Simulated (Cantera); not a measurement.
**Boron, boron nitride and boron oxide: BF3 + O2 + H2**

Feed: 1 mol BF3, 1.7 mol O2, 0.25 mol H2, held at 1298.15 K and 0.220 bar.

These are equilibrium values from Cantera (NASA tables, ideal gas, pure condensed phases), not measurements of a reactor. Candidate condensed phases: B, B2O3, B3O3H3, H2O; 43 gas species. Gases not in the tables: H3BO3. Equilibrium is a limit: real reactors are often held back by kinetics, nucleation or transport.

```yaml
x(O2): 0.541
x(BF3): 0.282
x(HF): 0.125
x(H2O): 0.0231
x(B3O3F3): 0.0167
x(BOF): 0.0113
x(HBO2): 0.000638
x(BOF2): 0.000109
x(OH): 9.13e-6
gas_amount: 2.909 mol
log10 activity of B(s) (absent): -18.69
log10 activity of B3O3H3(s) (absent): -38.50
```
